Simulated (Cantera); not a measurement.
A closed system holds: 1 mol TiO₂, 4.1 mol CO, 0.35 mol C, at 1002 °C and 7.50 Torr.

Cantera equilibrium calculation (NASA polynomials, part measured and part estimated; ideal gas, pure solids and liquids). Candidate condensed phases: C, Ti, TiC, TiO, TiO₂, Ti₂O₃, Ti₃O₅, Ti₄O₇; 15 gas species. The numbers say what is thermodynamically allowed, not how fast it happens.

Base state: CO 1.000, CO₂ 7.01e-5 (mole fractions); condensed: C(graphite) + Ti₃O₅(s).

Task: What changes in the equilibrium state with this change: temperature from 1002 °C to 1750 °C?

Result: 
| species | before | after |
|---|---|---|
| CO | 1.000 | 0.999 |
| CO₂ | 7.01e-5 | 0.000782 |
| TiO | <1e-9 | 3.17e-5 |
| C(graphite), mol | 0.0170 | 0 |
| Ti₃O₅(s), mol | 0.333 | 0.293 |
| Ti₂O₃(s), mol | 0 | 0.0602 |
Mutual solubility and eutectic melting of coexisting phases are not modelled.
